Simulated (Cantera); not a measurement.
A freely propagating, adiabatic, planar premixed flame of CH4 : O2 : N2 = 1 : 2 : 7.52 (molar parts), equivalence ratio 1.0, unburnt at 500 K and 1.48 atm; multicomponent transport, grid criteria slope 0.08 and curve 0.16, no radiation.

Detailed kinetics in Cantera: GRI-Mech 3.0 (53 species, 325 reactions). Burning velocities carry a grid error of a few per cent, more on coarse grids.

### Question
Predict: laminar burning velocity; thermal thickness; peak x(HO2); peak x(CH3); peak x(O); peak x(CO).

### Answer
```
Item                          Value
------------------------  ---------
laminar burning velocity  81.4 cm/s
thermal thickness          0.267 mm
peak x(HO2)                0.000187
peak x(CH3)                 0.00253
peak x(O)                   0.00355
peak x(CO)                   0.0494
```
